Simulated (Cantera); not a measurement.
## Premixed flame

A freely propagating, adiabatic, planar premixed flame of H2 : O2 : N2 = 1 : 0.417 : 1.54 (molar parts), unburnt at 375 K and 0.140 bar; mixture-averaged transport, grid criteria slope 0.08 and curve 0.16, no radiation.

Computed with Cantera and the H2/O2 subset of GRI-Mech 3.0, which has no nitrogen chemistry. Burning velocities carry a grid error of a few per cent, more on coarse grids.

```tsv
z (mm)	T (K)	u (m/s)	x H2	x O2	x H2O	x H	x HO2	x O
-15.6	375	3.14	0.338	0.141	<1e-8	<1e-8	<1e-8	<1e-8
-10.4	375	3.14	0.338	0.141	<1e-8	<1e-8	<1e-8	<1e-8
-7.82	375	3.14	0.338	0.141	<1e-8	<1e-8	<1e-8	<1e-8
-5.22	375	3.14	0.338	0.141	<1e-8	<1e-8	<1e-8	<1e-8
-2.61	377	3.15	0.337	0.141	3.48e-5	7.24e-6	3.27e-5	4.65e-7
-1.30	576	4.72	0.310	0.137	0.0142	0.00598	6.45e-5	0.000106
0	1057	8.36	0.176	0.0921	0.114	0.0609	1.72e-5	0.00546
1.30	1350	10.6	0.0733	0.0283	0.230	0.0951	4.77e-6	0.0107
2.61	1468	11.4	0.0654	0.0195	0.246	0.0892	2.90e-6	0.0107
5.22	1601	12.3	0.0687	0.0168	0.253	0.0756	2.13e-6	0.00998
10.4	1749	13.3	0.0715	0.0140	0.261	0.0606	1.53e-6	0.00862
20.9	1901	14.3	0.0726	0.0110	0.271	0.0462	1.07e-6	0.00676
41.7	2048	15.2	0.0720	0.00801	0.282	0.0333	7.38e-7	0.00475
```
x: mole fraction of selected species; z is measured from the peak of heat release.

laminar burning velocity: 314 cm/s
thermal thickness: 5.22 mm
peak x(H): 0.0951
peak x(HO2): 0.000122
peak x(O): 0.0108
grid points: 140
